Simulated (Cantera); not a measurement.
Feed: 1 mol CsOH, 0.7 mol H2O, 1.8 mol O2, held at 39.0 Pa.

Method: chemical equilibrium by Gibbs-energy minimisation in Cantera with the NASA 1993 tables (ideal gas, pure condensed phases). Candidate condensed phases: Cs, CsOH, H2O; 15 gas species. Kinetics and transport are ignored.

### Question
At 2123 K, list the 4 most abundant gas species with their mole fractions, and the condensed phases.

### Answer
O2 0.429, H2O 0.214, Cs 0.198, O 0.0541. Condensed: gas only.
